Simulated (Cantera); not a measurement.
Adiabatic ignition

An adiabatic, constant-volume homogeneous reactor starts with 3.55 % CH4, 2.42 % CO, 19.8 % O2, 74.2 % N2, at 1250 K and 3.30 bar.

Cantera simulation using GRI-Mech 3.0 (53 species, 325 reactions); the numbers are that mechanism's predictions, not measurements.

| t (s) | T (K) | P (bar) | x CH4 | x CO | x O2 | x HCN | x CH2CO | x NO |
|---|---|---|---|---|---|---|---|---|
| 6.00e-6 | 1250 | 3.30 | 0.0355 | 0.0242 | 0.198 | <1e-12 | <1e-12 | <1e-12 |
| 1.62e-5 | 1250 | 3.30 | 0.0355 | 0.0242 | 0.198 | <1e-12 | <1e-12 | <1e-12 |
| 4.37e-5 | 1250 | 3.30 | 0.0355 | 0.0242 | 0.198 | <1e-12 | 1.23e-12 | <1e-12 |
| 0.000118 | 1250 | 3.30 | 0.0355 | 0.0242 | 0.198 | <1e-12 | 1.07e-11 | <1e-12 |
| 0.000319 | 1250 | 3.30 | 0.0355 | 0.0242 | 0.198 | <1e-12 | 1.10e-10 | <1e-12 |
| 0.000861 | 1250 | 3.30 | 0.0355 | 0.0241 | 0.198 | <1e-12 | 1.32e-9 | <1e-12 |
| 0.00232 | 1253 | 3.31 | 0.0352 | 0.0241 | 0.198 | <1e-12 | 2.57e-8 | <1e-12 |
| 0.00627 | 2390 | 6.25 | <1e-12 | 0.00140 | 0.115 | <1e-12 | <1e-12 | 0.000975 |
| 0.0169 | 2375 | 6.21 | <1e-12 | 0.00131 | 0.112 | <1e-12 | <1e-12 | 0.00704 |
| 0.0457 | 2363 | 6.18 | <1e-12 | 0.00124 | 0.109 | <1e-12 | <1e-12 | 0.0118 |
| 0.123 | 2362 | 6.17 | <1e-12 | 0.00123 | 0.109 | <1e-12 | <1e-12 | 0.0125 |
| 0.333 | 2362 | 6.17 | <1e-12 | 0.00123 | 0.109 | <1e-12 | <1e-12 | 0.0125 |
| 0.900 | 2362 | 6.17 | <1e-12 | 0.00123 | 0.109 | <1e-12 | <1e-12 | 0.0125 |
x: mole fraction; the columns are a selection and need not sum to one.

| Property | Result |
|---|---|
| time of steepest temperature rise | 5.12 ms |
| temperature at 0.900 s | 2362 K |
| equilibrium temperature | 2362 K |
| x(CH4) at 0.900 s | <1e-12 (gas-phase equilibrium <1e-12) |
| x(CO) at 0.900 s | 0.00123 (gas-phase equilibrium 0.00123) |
| x(O2) at 0.900 s | 0.109 (gas-phase equilibrium 0.109) |
